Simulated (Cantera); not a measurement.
# Transport properties of process gases

Gas mixture: H2O : CH3OH = 0.3 : 0.57 (molar parts), at 5.00 bar, frozen composition.

Cantera's kinetic-theory transport with the Lennard-Jones parameters of GRI-Mech 3.0, ideal gas; thermal conductivity in the mixture-averaged form. Polar gases are described roughly by these parameters. The composition is frozen, though it would react at the higher temperatures.

```json
[
 {"T (K)": "400", "ρ (kg/m³)": "4.09", "cp (J/kg/K)": "1672", "μ (µPa s)": "13.4", "λ (mW/m/K)": "31.0", "Pr": "0.724", "D (cm²/s) NH3": "0.0584", "D (cm²/s) H": "0.355", "D (cm²/s) H2": "0.236"},
 {"T (K)": "600", "ρ (kg/m³)": "2.73", "cp (J/kg/K)": "2082", "μ (µPa s)": "20.3", "λ (mW/m/K)": "57.1", "Pr": "0.739", "D (cm²/s) NH3": "0.132", "D (cm²/s) H": "0.757", "D (cm²/s) H2": "0.481"},
 {"T (K)": "800", "ρ (kg/m³)": "2.05", "cp (J/kg/K)": "2413", "μ (µPa s)": "26.7", "λ (mW/m/K)": "86.4", "Pr": "0.747", "D (cm²/s) NH3": "0.230", "D (cm²/s) H": "1.27", "D (cm²/s) H2": "0.787"},
 {"T (K)": "1000", "ρ (kg/m³)": "1.64", "cp (J/kg/K)": "2683", "μ (µPa s)": "32.7", "λ (mW/m/K)": "117", "Pr": "0.753", "D (cm²/s) NH3": "0.350", "D (cm²/s) H": "1.88", "D (cm²/s) H2": "1.15"},
 {"T (K)": "1200", "ρ (kg/m³)": "1.36", "cp (J/kg/K)": "2895", "μ (µPa s)": "38.3", "λ (mW/m/K)": "147", "Pr": "0.754", "D (cm²/s) NH3": "0.489", "D (cm²/s) H": "2.57", "D (cm²/s) H2": "1.56"},
 {"T (K)": "1400", "ρ (kg/m³)": "1.17", "cp (J/kg/K)": "3066", "μ (µPa s)": "43.5", "λ (mW/m/K)": "177", "Pr": "0.754", "D (cm²/s) NH3": "0.647", "D (cm²/s) H": "3.35", "D (cm²/s) H2": "2.02"}
]
```
D: mixture-averaged diffusion coefficient of that species in the mixture.
